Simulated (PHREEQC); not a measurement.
Dissolve 43 mmol/kgw H2SO4 and 6.3 mmol/kgw NaHCO3 at 25 °C. Closed to the air; pH follows from the charge balance.

All values are PHREEQC results (ion-association model, phreeqc.dat), not measurements.

This is a speciation only: nothing precipitates in the calculation.

Problem. Order these S species by the share of S that they hold, largest first: NaSO4-, HSO4-, SO4-2.

Solution. HSO4- (68 %), SO4-2 (32 %), NaSO4- (0.40 %)

The pH is 1.37 and the ionic strength 0.0702 mol/kgw. Species that the database lacks are ignored.
